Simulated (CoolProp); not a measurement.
R115 along the isobar 1.39 MPa: density (kg/m³) from the reference equation and from simpler models built on Tc = 80.0 °C, pc = 3.129 MPa, ω = 0.248; each cubic takes its own stable root.

Values from CoolProp's reference Helmholtz-energy equation of state, Lemmon 2016.

```
T (°C)   phase  reference
------  ------  ---------
-49.95  liquid       1588
-15.35  liquid       1466
19.25   liquid       1321
53.85      gas      103.3
88.45      gas      84.22
123.05     gas      72.90
157.65     gas      64.90
192.25     gas      58.79
226.85     gas      53.88
```

How far does each simpler model (van der Waals, Soave-Redlich-Kwong, Peng-Robinson) lie from the reference over these 9 states: mean and median of the absolute difference, and the worst?


- van der Waals: mean 19.5 %, median 1.5 %, worst -90.8 % at 19.25 °C and 1.39 MPa
- Soave-Redlich-Kwong: mean 2.2 %, median 0.3 %, worst -8.1 % at 19.25 °C and 1.39 MPa
- Peng-Robinson: mean 3.1 %, median 2.1 %, worst +7.3 % at -49.95 °C and 1.39 MPa

At some of these states van der Waals gives the other phase, because its saturation line lies elsewhere.
